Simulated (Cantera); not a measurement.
# Low-pressure radical oxidation in H2/O2

An isothermal, constant-pressure homogeneous reactor starts with 9.91 % H2, 90.1 % O2, equivalence ratio 0.055, at 1148 K and 250 Pa.

Model: the H2/O2 subset of GRI-Mech 3.0, which has no nitrogen chemistry, integrated in Cantera. Radical loss at walls, strong at low pressure, is not modelled. The temperature is held fixed by assumption; the heat of reaction is taken as removed at once.

| t (s) | x H2 | x O2 | x OH | x H | x H2O2 | x O | x H2O |
|---|---|---|---|---|---|---|---|
| 0.000200 | 0.0991 | 0.901 | 2.35e-10 | 9.10e-10 | <1e-12 | 2.78e-10 | 8.90e-11 |
| 0.000579 | 0.0991 | 0.901 | 1.36e-9 | 2.77e-9 | <1e-12 | 1.96e-9 | 1.54e-9 |
| 0.00168 | 0.0991 | 0.901 | 1.33e-8 | 2.08e-8 | 7.24e-12 | 2.22e-8 | 3.38e-8 |
| 0.00486 | 0.0991 | 0.901 | 2.41e-6 | 3.65e-6 | 6.31e-11 | 4.14e-6 | 7.77e-6 |
| 0.0141 | 0.00790 | 0.841 | 0.00698 | 0.0306 | 5.45e-8 | 0.0410 | 0.0724 |
| 0.0408 | 0.00259 | 0.836 | 0.00483 | 0.0249 | 2.77e-8 | 0.0498 | 0.0820 |
| 0.118 | 0.00229 | 0.845 | 0.00457 | 0.0199 | 2.97e-8 | 0.0426 | 0.0857 |
| 0.343 | 0.00156 | 0.864 | 0.00381 | 0.0104 | 3.38e-8 | 0.0274 | 0.0932 |
| 0.993 | 0.000558 | 0.885 | 0.00230 | 0.00209 | 3.65e-8 | 0.00930 | 0.101 |
| 2.88 | 9.05e-5 | 0.894 | 0.000930 | 0.000134 | 2.64e-8 | 0.00149 | 0.104 |
| 8.34 | 1.17e-5 | 0.895 | 0.000336 | 6.24e-6 | 1.19e-8 | 0.000193 | 0.104 |
| 24.2 | 1.88e-6 | 0.896 | 0.000135 | 4.03e-7 | 4.36e-9 | 3.10e-5 | 0.104 |
| 70.0 | 3.94e-7 | 0.896 | 6.18e-5 | 3.89e-8 | 1.52e-9 | 6.52e-6 | 0.104 |
x: mole fraction; the columns are a selection and need not sum to one.

Equilibrium at this temperature and pressure: H2 9.11e-9, O2 0.896, OH 9.42e-6, H 1.38e-10, H2O2 7.27e-11, O 1.51e-7, H2O 0.104 (gas phase only).
